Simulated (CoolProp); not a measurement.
Vapour-liquid equilibrium of R125 (1) + fluoroethane (R161) (2) at 287.7 K; x and y are mole fractions of (1).

Computed with CoolProp (multi-fluid Helmholtz-energy mixture model, Lemmon 2005 and Wu 2012; pair parameters Bell 2016).

Question: Give the bubble pressure and the first vapour's composition at x = 0.25, 0.85, 0.95. Is there an azeotrope?

Answer: x = 0.25: 0.7694 MPa, y = 0.326; x = 0.85: 0.9988 MPa, y = 0.880; x = 0.95: 1.025 MPa, y = 0.958. No azeotrope shows between x = 0.05 and 0.95.

The pair parameters rest on a limited set of measurements; away from them the model extrapolates. The gap from Raoult's law changes sign with composition, which may be real or a fault of the pair parameters; it wasn't checked against measurements.
